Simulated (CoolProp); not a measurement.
A single-stage vapour-compression cycle with n-pentane: evaporating at 319.15 K (dew point), condensing at 339.15 K (bubble point), superheat 8 K, subcooling 8 K, compressor efficiency 0.75, no pressure losses. Each further row changes one setting.

Values from CoolProp's reference Helmholtz-energy equation of state, Thol 2019.

```
case                              cooling COP  pressure ratio  discharge temperature (K)  refrigerating effect (kJ/kg)  volumetric capacity (kJ/m³)
--------------------------------  -----------  --------------  -------------------------  ----------------------------  ---------------------------
as stated                                11.8            1.81                      345.0                           335                         1310
evaporating temperature 324.15 K            ?            1.55                          ?                             ?                         1560
condensing temperature 334.15 K          16.0            1.57                      340.7                           347                         1360
subcooling 13 K                          12.2            1.81                      345.0                           347                         1360
superheat 18 K                           12.0            1.81                      354.9                           353                         1340
compressor efficiency 0.65               10.2            1.81                      347.2                           335                         1310
```

Fill in the missing entries.


- evaporating temperature 324.15 K, cooling COP: 16.3
- evaporating temperature 324.15 K, discharge temperature (K): 345.4
- evaporating temperature 324.15 K, refrigerating effect (kJ/kg): 343
